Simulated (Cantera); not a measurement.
Equilibrium for hydrogen reduction and annealing atmospheres: Fe₂O₃ + H₂

Feed: 1 mol Fe₂O₃, 2.5 mol H₂, equilibrated at 320 Pa.

Cantera equilibrium calculation (NASA polynomials, part measured and part estimated; ideal gas, pure solids and liquids). Candidate condensed phases: Fe, FeO, Fe(OH)₂, Fe(OH)₃, Fe₂O₃, Fe₃O₄, H₂O; 12 gas species. The tables' stoichiometric FeO is somewhat more stable than real wüstite, so its field is too wide. FeO: taken at fixed stoichiometry. The numbers say what is thermodynamically allowed, not how fast it happens.

| T (°C) | x H₂ | x H₂O | x H | x Fe | x OH | n FeO(s) | n FeO(l) |
|---|---|---|---|---|---|---|---|
| 675 | 0.600 | 0.400 | 7.18e-9 | <1e-12 | 6.93e-12 | 2.00 | 0 |
| 775 | 0.600 | 0.400 | 1.06e-7 | 1.32e-11 | 2.22e-10 | 2.00 | 0 |
| 875 | 0.600 | 0.400 | 9.81e-7 | 9.37e-10 | 3.91e-9 | 2.00 | 0 |
| 975 | 0.600 | 0.400 | 6.39e-6 | 3.30e-8 | 4.35e-8 | 2.00 | 0 |
| 1075 | 0.600 | 0.400 | 3.17e-5 | 6.71e-7 | 3.40e-7 | 2.00 | 0 |
| 1175 | 0.600 | 0.400 | 0.000126 | 8.86e-6 | 2.00e-6 | 2.00 | 0 |
| 1275 | 0.600 | 0.400 | 0.000421 | 8.26e-5 | 9.39e-6 | 2.00 | 0 |
| 1375 | 0.598 | 0.400 | 0.00122 | 0.000579 | 3.66e-5 | 2.00 | 0 |
| 1475 | 0.593 | 0.401 | 0.00311 | 0.00289 | 0.000123 | 0 | 1.99 |
x: gas mole fraction; n: condensed amount in mol.

From 675 °C to 1375 °C the condensed part is FeO(s). At 1475 °C the condensed part is FeO(l).
